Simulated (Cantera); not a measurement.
# Catalytic combustion on Pt

An isothermal plug-flow reactor at 450 K and 2.76 atm (inlet), inlet velocity 0.086 m/s, active area per volume 2500 1/m; feed H2 : O2 : N2 = 0.01 : 0.1 : 0.79 (molar parts).

Detailed kinetics in Cantera: Deutschmann's 1995 Pt surface mechanism with GRI-Mech 3.0 gas chemistry. Catalytic surfaces can have several steady states; this one follows from the mechanism file's or the stated starting coverage. Mass transfer to the wall is taken as infinitely fast.

```
z (m)        x H2   x O2    x H2O  θ free Pt   θ O*    θ OH*
-------  --------  -----  -------  ---------  -----  -------
3.6e-05   0.00233  0.107  0.00883     0.0298  0.900   0.0702
6.9e-05   0.00134  0.107  0.00982     0.0172  0.926   0.0560
0.00013  0.000752  0.106   0.0104    0.00966  0.947   0.0432
0.00026  0.000388  0.106   0.0108    0.00499  0.963   0.0317
0.00049  0.000209  0.106   0.0110    0.00269  0.974   0.0235
0.00095  0.000108  0.106   0.0111    0.00140  0.982   0.0171
0.0018    5.74e-5  0.106   0.0111   0.000740  0.987   0.0125
0.0036    2.88e-5  0.106   0.0111   0.000371  0.991  0.00885
```
x: gas mole fraction; θ: surface coverage.
